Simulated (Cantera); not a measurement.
A Cantera script and what it prints.

```python
import numpy as np
import cantera as ct

gas_names = """
    CL CL2 H HCL H2 Si SiCL SiCL2 SiCL3 SiCL4 SiH SiHCL3 SiH2 SiH2CL2 SiH3 SiH3CL SiH4 Si2 Si3
""".split()
cond_names = """
    Si(cr) Si(L)
""".split()


def load(file, names, dense=False):
    # The tables refer to 1 bar. Condensed volumes are neglected.
    table = {s.name: s for s in ct.Species.list_from_file(file)}
    out = []
    for n in names:
        d = dict(table[n].input_data)
        d["thermo"] = dict(d["thermo"], **{"reference-pressure": 1e5})
        if dense:
            d["equation-of-state"] = {"model": "constant-volume", "density": "1e6 g/cm^3"}
        out.append(ct.Species.from_dict(d))
    return out


gas = ct.Solution(thermo="ideal-gas", species=load("nasa_gas.yaml", gas_names))
cond = {s.name: ct.Solution(thermo="fixed-stoichiometry", species=[s], name=s.name)
        for s in load("nasa_condensed.yaml", cond_names, dense=True)}
atoms = {
    'SiCl4': {'Si': 1, 'CL': 4},
    'HCl': {'H': 1, 'CL': 1},
    'H2': {'H': 2},
}
top_T = {}  # K; cautious upper limits of use, not melting points


def equilibrate(T, P, feed):
    n = {}
    for name, mol in feed.items():
        for a, k in atoms[name].items():
            n[a] = n.get(a, 0.0) + k * mol
    gas.TPX = T, P, n
    mass = sum(n.values()) * gas.mean_molecular_weight
    gas.equilibrate("TP")
    valid = [c for c in cond.values() if c.min_temp <= T <= top_T.get(c.name, c.max_temp)]
    mix = ct.Mixture([(gas, mass / gas.mean_molecular_weight)] + [(c, 0.0) for c in valid])
    mix.T, mix.P = T, P
    mix.equilibrate("TP", solver="vcs", rtol=1e-11, max_steps=5000)
    return mix


results = []
feed = {'SiCl4': 1, 'HCl': 2.4, 'H2': 5.3}  # mol
T = 973.15  # K
P = 101325  # Pa
mix = equilibrate(T, P, feed)
results.append((T, P, feed, dict(zip(mix.species_names, mix.species_moles))))
print(gas.report(threshold=1e-05))
for i in range(1, mix.n_phases):
    print(f"{mix.phase(i).name:16s} {mix.phase_moles(i):12.5e} mol")
```

Output:

```
       temperature   973.15 K
          pressure   1.0132e+05 Pa
           density   0.38586 kg/m^3
  mean mol. weight   30.812 kg/kmol
   phase of matter   gas

                          1 kg             1 kmol
                     ---------------   ---------------
          enthalpy       -2.4658e+06       -7.5977e+07  J
   internal energy       -2.7284e+06       -8.4068e+07  J
           entropy            7179.8        2.2123e+05  J/K
    Gibbs function       -9.4528e+06       -2.9126e+08  J
 heat capacity c_p            1272.4             39205  J/K
 heat capacity c_v            1002.5             30890  J/K

                      mass frac. Y      mole frac. X     chem. pot. / RT
                     ---------------   ---------------   ---------------
               HCL           0.32809           0.27728           -36.887
                H2          0.039766           0.60777           -17.923
             SiCL3        9.4957e-05        2.1764e-05           -101.73
             SiCL4           0.62589           0.11352           -129.66
            SiHCL3         0.0061543            0.0014           -110.69
     [  +14 minor]        6.2991e-06        1.9253e-06

Si(cr)            0.00000e+00 mol
```

Cantera equilibrium calculation (NASA polynomials, part measured and part estimated; ideal gas, pure solids and liquids). The tables' values for SiCl3 are old estimates; treat these amounts as uncertain.
